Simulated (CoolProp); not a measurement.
Saturation properties of C3F8 (R218) (Tc = 345.0 K, pc = 2.640 MPa, ω = 0.317).

The numbers come from the reference Helmholtz-energy equation of state, Lemmon 2006 in CoolProp. It is a short technical equation, of lower accuracy than the large ones.

```tsv
T (K)	p (MPa)	surface tension (mN/m)	liquid viscosity (µPa s)	liquid conductivity (mW/(m K))
219.7	0.04454	12.5	582	66.5
228.1	0.06862	11.5	501	64.3
236.5	0.1020	10.5	435	62.0
244.9	0.1468	9.51	379	59.7
253.3	0.2055	8.54	332	57.4
261.7	0.2806	7.59	292	55.1
270.1	0.3749	6.67	257	52.8
278.5	0.4913	5.76	226	50.5
286.9	0.6328	4.89	199	48.2
295.3	0.8027	4.04	175	46.0
303.7	1.005	3.22	153	43.9
312.1	1.242	2.44	133	41.7
320.5	1.521	1.70	114	39.7
328.9	1.846	1.02	94.8	37.9
```

It boils at 236.4 K under 1 atm.

Viscosity comes from a separate model (Huber 2003), an estimate that may be off by 10 % or more. Thermal conductivity comes from a separate model (Huber 2003), an estimate that may be off by 10 % or more. Surface tension comes from a separate correlation (Mulero 2012).
